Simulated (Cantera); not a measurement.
Feed: 1 mol MgO, 2.2 mol HBr, 0.28 mol H2, held at 0.100 bar.

Equilibrium computed with Cantera from the NASA thermochemical tables; the gas is ideal and each condensed phase is pure. Candidate condensed phases: Br2, H2O, Mg, MgBr2, MgO, Mg(OH)2; 20 gas species. Kinetics and transport are ignored.

x: gas mole fraction; n: condensed amount in mol.

```
T (K)  x HBr   x H2   x H2O   x MgBr2      x Br  x Br2  n MgBr2(s)  n MgO(s)
-----  -----  -----  ------  --------  --------  -----  ----------  --------
775    0.779  0.124  0.0974   2.39e-5   1.36e-7    [?]       0.220     0.780
825    0.832  0.118  0.0493  0.000175   6.14e-7    [?]       0.116     0.884
875    0.858  0.116  0.0256   0.00101   2.26e-6    [?]      0.0595     0.938
925    0.867  0.114  0.0139   0.00479   7.11e-6    [?]      0.0223     0.966
975    0.863  0.113  0.0122    0.0122   1.96e-5    [?]           0     0.970
1025   0.852  0.113  0.0175    0.0175   4.82e-5    [?]           0     0.957
1075   0.839  0.113  0.0240    0.0240  0.000109    [?]           0     0.940
1125   0.823  0.113  0.0318    0.0318  0.000228    [?]           0     0.921
1175   0.804  0.113  0.0410    0.0410  0.000446    [?]           0     0.898
1225   0.783  0.113  0.0513    0.0513  0.000822    [?]           0     0.873
1275   0.760  0.114  0.0626    0.0626   0.00144    [?]           0     0.845
1325   0.734  0.114  0.0747    0.0747   0.00239    [?]           0     0.814
```

Task: Complete the blanks.

Result: 
- 775, x Br2: 5.16e-8
- 825, x Br2: 1.69e-7
- 875, x Br2: 4.50e-7
- 925, x Br2: 1.04e-6
- 975, x Br2: 2.13e-6
- 1025, x Br2: 3.98e-6
- 1075, x Br2: 6.96e-6
- 1125, x Br2: 1.15e-5
- 1175, x Br2: 1.79e-5
- 1225, x Br2: 2.67e-5
- 1275, x Br2: 3.81e-5
- 1325, x Br2: 5.22e-5
